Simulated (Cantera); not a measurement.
Charge: 1 mol PbO, 3.7 mol H2, a varied amount of N2, held at 1025 K and 2.70 bar.

Cantera equilibrium calculation (NASA polynomials, part measured and part estimated; ideal gas, pure solids and liquids). Candidate condensed phases: H2O, Pb, PbO, PbO2, Pb3O4; 27 gas species. The numbers say what is thermodynamically allowed, not how fast it happens.

x: gas mole fraction; n: condensed amount in mol.

| n(N2) (mol) | x N2 | x H2 | x H2O | x NH3 | x Pb | x H | n Pb(l) |
|---|---|---|---|---|---|---|---|
| 10 | 0.730 | 0.197 | 0.0730 | 9.98e-5 | 1.03e-5 | 1.18e-9 | 1.000 |
| 13 | 0.778 | 0.162 | 0.0599 | 7.66e-5 | 1.03e-5 | 1.07e-9 | 1.000 |
| 15 | 0.802 | 0.144 | 0.0535 | 6.56e-5 | 1.03e-5 | 1.01e-9 | 1.000 |
| 18 | 0.830 | 0.124 | 0.0461 | 5.34e-5 | 1.03e-5 | 9.35e-10 | 1.000 |
| 22 | 0.856 | 0.105 | 0.0389 | 4.21e-5 | 1.03e-5 | 8.59e-10 | 1.000 |
| 26 | 0.875 | 0.0909 | 0.0337 | 3.43e-5 | 1.03e-5 | 7.99e-10 | 1.000 |
| 32 | 0.896 | … | … | … | 1.03e-5 | 7.29e-10 | 1.000 |
| 38 | 0.911 | 0.0647 | 0.0240 | 2.10e-5 | 1.03e-5 | 6.74e-10 | 1.000 |
| 46 | 0.926 | … | … | … | 1.03e-5 | 6.18e-10 | 0.999 |
| 55 | 0.937 | 0.0460 | 0.0170 | 1.28e-5 | 1.03e-5 | 5.69e-10 | 0.999 |
| 66 | 0.947 | 0.0387 | 0.0143 | 9.91e-6 | 1.03e-5 | 5.22e-10 | 0.999 |

Question: Complete the blanks.

Answer: 
- 46, x H2: 0.0543
- 46, x H2O: 0.0201
- 46, x NH3: 1.63e-5
- 32, x H2: 0.0756
- 32, x H2O: 0.0280
- 32, x NH3: 2.63e-5
